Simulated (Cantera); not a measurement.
A perfectly stirred reactor is fed with CH₄ : O₂ : N₂ = 1 : 1.25 : 4.7 (molar parts), equivalence ratio 1.6, at 1.88 atm; it is adiabatic with a 325 K inlet, and is followed from long to short residence time, starting on the burning branch (τ in s: 0.089, 0.035, 0.014, 0.0055, 0.0022, 0.00087, 0.00034, 0.00014, 5.4e-05, 2.1e-05, 8.4e-06, 3.3e-06).

Cantera simulation using GRI-Mech 3.0 (53 species, 325 reactions); the numbers are that mechanism's predictions, not measurements.

Q: What does this change do: inlet temperature 325 to 775 K?

A: 
| quantity | before | after |
|---|---|---|
| blow-out, bracketed by the residence times tried | burning at 2.20 ms, out at 0.870 ms | burning at 0.140 ms, out at 54.0 µs |
| x(CH₄) at τ = 89.0 ms | 0.00459 | 0.000152 |
| x(O₂) at τ = 89.0 ms | 0.000418 | 4.27e-5 |
| x(HCO) at τ = 89.0 ms | 3.63e-8 | 9.43e-8 |
| x(CO₂) at τ = 89.0 ms | 0.0393 | 0.0318 |
| x(CH₂O) at τ = 89.0 ms | 5.52e-6 | 1.16e-6 |
| x(CH₄) at τ = 0.340 ms | 0.144 | 0.00444 |
| x(O₂) at τ = 0.340 ms | 0.180 | 0.00565 |
| x(HCO) at τ = 0.340 ms | <1e-12 | 4.66e-6 |
| x(CO₂) at τ = 0.340 ms | <1e-12 | 0.0299 |
| x(CH₂O) at τ = 0.340 ms | <1e-12 | 9.33e-5 |

Q: What does this change do: CH4 1 to 1.5 parts?

A: 
```
quantity                                                                       before                               after
------------------------------------------------  -----------------------------------  ----------------------------------
blow-out, bracketed by the residence times tried  burning at 2.20 ms, out at 0.870 ms  burning at 35.0 ms, out at 14.0 ms
x(CH₄) at τ = 89.0 ms                                                         0.00459                              0.0443
x(O₂) at τ = 89.0 ms                                                         0.000418                             0.00442
x(HCO) at τ = 89.0 ms                                                         3.63e-8                             2.28e-8
x(CO₂) at τ = 89.0 ms                                                          0.0393                              0.0292
x(CH₂O) at τ = 89.0 ms                                                        5.52e-6                             2.67e-5
x(CH₄) at τ = 0.340 ms                                                          0.144                               0.201
x(O₂) at τ = 0.340 ms                                                           0.180                               0.168
x(HCO) at τ = 0.340 ms                                                         <1e-12                              <1e-12
x(CO₂) at τ = 0.340 ms                                                         <1e-12                              <1e-12
x(CH₂O) at τ = 0.340 ms                                                        <1e-12                              <1e-12
```
